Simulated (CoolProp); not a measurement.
A closed Brayton cycle with nitrogen: compressor inlet 316.15 K and 0.29 MPa, high pressure 0.876 MPa, turbine inlet 730 K, compressor efficiency 0.89, turbine efficiency 0.93, recuperator effectiveness 0.95 (on enthalpy, no pinch check). Each further row changes one setting.

Model: reference Helmholtz-energy equation of state, Span 2000, in CoolProp.

```json
[
 {"case": "as stated", "thermal efficiency (%)": "…", "net work (kJ/kg)": "55.5", "compressor to turbine work": "0.71", "compressor exit (K)": "447.7", "turbine exit (K)": "552.5"},
 {"case": "turbine inlet 680 K", "thermal efficiency (%)": "…", "net work (kJ/kg)": "42.1", "compressor to turbine work": "0.77", "compressor exit (K)": "447.7", "turbine exit (K)": "513.4"},
 {"case": "compressor inlet 326.15 K", "thermal efficiency (%)": "…", "net work (kJ/kg)": "51.2", "compressor to turbine work": "0.73", "compressor exit (K)": "…", "turbine exit (K)": "552.5"},
 {"case": "high pressure 0.745 MPa", "thermal efficiency (%)": "…", "net work (kJ/kg)": "53.7", "compressor to turbine work": "…", "compressor exit (K)": "…", "turbine exit (K)": "575.7"},
 {"case": "recuperator effectiveness 0.5", "thermal efficiency (%)": "…", "net work (kJ/kg)": "55.5", "compressor to turbine work": "0.71", "compressor exit (K)": "447.7", "turbine exit (K)": "552.5"}
]
```

Task: What belongs in the gaps?

Result: 
- as stated, thermal efficiency (%): 28.0
- turbine inlet 680 K, thermal efficiency (%): 23.0
- compressor inlet 326.15 K, thermal efficiency (%): 25.9
- compressor inlet 326.15 K, compressor exit (K): 461.7
- high pressure 0.745 MPa, thermal efficiency (%): 30.5
- high pressure 0.745 MPa, compressor to turbine work: 0.68
- high pressure 0.745 MPa, compressor exit (K): 425.8
- recuperator effectiveness 0.5, thermal efficiency (%): 22.3
